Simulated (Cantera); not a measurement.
A Cantera script and what it prints.

```python
import numpy as np
import cantera as ct

gas_names = """
    N NO NO2 NO3 N2 N2O O O2 O3 Pb PbO Pb2
""".split()
cond_names = """
    Pb(cr) Pb(L) PbO(rd) PbO(yw) PbO(L) PbO2(s) Pb3O4(s)
""".split()


def load(file, names, dense=False):
    # The tables refer to 1 bar. Condensed volumes are neglected.
    table = {s.name: s for s in ct.Species.list_from_file(file)}
    out = []
    for n in names:
        d = dict(table[n].input_data)
        d["thermo"] = dict(d["thermo"], **{"reference-pressure": 1e5})
        if dense:
            d["equation-of-state"] = {"model": "constant-volume", "density": "1e6 g/cm^3"}
        out.append(ct.Species.from_dict(d))
    return out


gas = ct.Solution(thermo="ideal-gas", species=load("nasa_gas.yaml", gas_names))
cond = {s.name: ct.Solution(thermo="fixed-stoichiometry", species=[s], name=s.name)
        for s in load("nasa_condensed.yaml", cond_names, dense=True)}
atoms = {
    'PbO': {'Pb': 1, 'O': 1},
    'N2': {'N': 2},
}
top_T = {'Pb3O4(s)': 820}  # K; cautious upper limits of use, not melting points


def equilibrate(T, P, feed):
    n = {}
    for name, mol in feed.items():
        for a, k in atoms[name].items():
            n[a] = n.get(a, 0.0) + k * mol
    gas.TPX = T, P, n
    mass = sum(n.values()) * gas.mean_molecular_weight
    gas.equilibrate("TP")
    valid = [c for c in cond.values() if c.min_temp <= T <= top_T.get(c.name, c.max_temp)]
    mix = ct.Mixture([(gas, mass / gas.mean_molecular_weight)] + [(c, 0.0) for c in valid])
    mix.T, mix.P = T, P
    mix.equilibrate("TP", solver="vcs", rtol=1e-11, max_steps=5000)
    return mix


results = []
P = 1000  # Pa
for T in [523, 598, 673, 748, 823, 898, 973, 1048, 1123, 1198, 1273, 1348, 1423, 1498]:
    for m in [2.3, 3.4, 5, 7.3, 11, 16, 23, 34, 51, 75]:
        feed = {'PbO': 1, 'N2': m}  # mol
        mix = equilibrate(T, P, feed)
        results.append((T, P, feed, dict(zip(mix.species_names, mix.species_moles))))

for T, P, feed, n in results:
    print(f"{T:7g} {feed['N2']:10.4g}  " + (" + ".join(c for c in cond_names if n.get(c, 0) > 1e-12) or "gas only"))
```

Output:

```
    523        2.3  PbO(rd)
    523        3.4  PbO(rd)
    523          5  PbO(rd)
    523        7.3  PbO(rd)
    523         11  PbO(rd)
    523         16  PbO(rd)
    523         23  PbO(rd)
    523         34  PbO(rd)
    523         51  PbO(rd)
    523         75  PbO(rd)
    598        2.3  PbO(rd)
    598        3.4  PbO(rd)
    598          5  PbO(rd)
    598        7.3  PbO(rd)
    598         11  PbO(rd)
    598         16  PbO(rd)
    598         23  PbO(rd)
    598         34  PbO(rd)
    598         51  PbO(rd)
    598         75  PbO(rd)
    673        2.3  PbO(rd)
    673        3.4  PbO(rd)
    673          5  PbO(rd)
    673        7.3  PbO(rd)
    673         11  PbO(rd)
    673         16  PbO(rd)
    673         23  PbO(rd)
    673         34  PbO(rd)
    673         51  PbO(rd)
    673         75  PbO(rd)
    748        2.3  PbO(rd)
    748        3.4  PbO(rd)
    748          5  PbO(rd)
    748        7.3  PbO(rd)
    748         11  PbO(rd)
    748         16  PbO(rd)
    748         23  PbO(rd)
    748         34  PbO(rd)
    748         51  PbO(rd)
    748         75  PbO(rd)
    823        2.3  PbO(yw)
    823        3.4  PbO(yw)
    823          5  PbO(yw)
    823        7.3  PbO(yw)
    823         11  PbO(yw)
    823         16  PbO(yw)
    823         23  PbO(yw)
    823         34  PbO(yw)
    823         51  PbO(yw)
    823         75  PbO(yw)
    898        2.3  PbO(yw)
    898        3.4  PbO(yw)
    898          5  PbO(yw)
    898        7.3  PbO(yw)
    898         11  PbO(yw)
    898         16  PbO(yw)
    898         23  PbO(yw)
    898         34  PbO(yw)
    898         51  PbO(yw)
    898         75  PbO(yw)
    973        2.3  PbO(yw)
    973        3.4  PbO(yw)
    973          5  PbO(yw)
    973        7.3  PbO(yw)
    973         11  PbO(yw)
    973         16  PbO(yw)
    973         23  PbO(yw)
    973         34  PbO(yw)
    973         51  PbO(yw)
    973         75  PbO(yw)
   1048        2.3  PbO(yw)
   1048        3.4  PbO(yw)
   1048          5  PbO(yw)
   1048        7.3  PbO(yw)
   1048         11  PbO(yw)
   1048         16  PbO(yw)
   1048         23  PbO(yw)
   1048         34  PbO(yw)
   1048         51  PbO(yw)
   1048         75  PbO(yw)
   1123        2.3  PbO(yw)
   1123        3.4  PbO(yw)
   1123          5  PbO(yw)
   1123        7.3  PbO(yw)
   1123         11  PbO(yw)
   1123         16  PbO(yw)
   1123         23  PbO(yw)
   1123         34  PbO(yw)
   1123         51  PbO(yw)
   1123         75  PbO(yw)
   1198        2.3  PbO(L)
   1198        3.4  PbO(L)
   1198          5  PbO(L)
   1198        7.3  PbO(L)
   1198         11  PbO(L)
   1198         16  PbO(L)
   1198         23  PbO(L)
   1198         34  PbO(L)
   1198         51  PbO(L)
   1198         75  PbO(L)
   1273        2.3  PbO(L)
   1273        3.4  PbO(L)
   1273          5  PbO(L)
   1273        7.3  PbO(L)
   1273         11  PbO(L)
   1273         16  PbO(L)
   1273         23  PbO(L)
   1273         34  gas only
   1273         51  gas only
   1273         75  gas only
   1348        2.3  PbO(L)
   1348        3.4  PbO(L)
   1348          5  PbO(L)
   1348        7.3  PbO(L)
   1348         11  gas only
   1348         16  gas only
   1348         23  gas only
   1348         34  gas only
   1348         51  gas only
   1348         75  gas only
   1423        2.3  gas only
   1423        3.4  gas only
   1423          5  gas only
   1423        7.3  gas only
   1423         11  gas only
   1423         16  gas only
   1423         23  gas only
   1423         34  gas only
   1423         51  gas only
   1423         75  gas only
   1498        2.3  gas only
   1498        3.4  gas only
   1498          5  gas only
   1498        7.3  gas only
   1498         11  gas only
   1498         16  gas only
   1498         23  gas only
   1498         34  gas only
   1498         51  gas only
   1498         75  gas only
```

Cantera equilibrium calculation (NASA polynomials, part measured and part estimated; ideal gas, pure solids and liquids).
